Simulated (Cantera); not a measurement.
Charge: 1 mol SiH₄, 0.15 mol NH₃, 13 mol N₂, held at 1848 K and 1330 Pa.

Method: chemical equilibrium by Gibbs-energy minimisation in Cantera with the NASA 1993 tables (ideal gas, pure condensed phases). Candidate condensed phases: Si, Si₃N₄; 18 gas species. The tables' values for SiN are old estimates; treat these amounts as uncertain. The numbers say what is thermodynamically allowed, not how fast it happens.

Base state: N₂ 0.853, H₂ 0.144, H 0.00174, Si 0.000471, Si₂N 2.96e-5, SiH 2.06e-5, SiN 1.94e-5 (mole fractions); condensed: Si(l).

Task: What changes in the equilibrium state with this change: temperature from 1848 K to 1800 K?

Result: 
| species | before | after |
|---|---|---|
| N₂ | 0.853 | 0.847 |
| H₂ | 0.144 | 0.151 |
| H | 0.00174 | 0.00121 |
| Si | 0.000471 | 0.000202 |
| Si₂N | 2.96e-5 | 1.29e-5 |
| SiN | 1.94e-5 | 9.50e-6 |
| SiH | 2.06e-5 | 1.03e-5 |
| Si(l), mol | 0.991 | 0 |
| Si₃N₄(s), mol | 0 | 0.332 |

Task: What changes in the equilibrium state with this change: temperature from 1848 K to 773.15 K?

Result: 
```csv
species,before,after
N₂,0.853,0.848
H₂,0.144,0.152
H,0.00174,<1e-9
Si,0.000471,<1e-9
Si₂N,2.96e-5,<1e-9
SiH,2.06e-5,<1e-9
"Si(l), mol",0.991,0
"Si₃N₄(s), mol",0,0.333
```
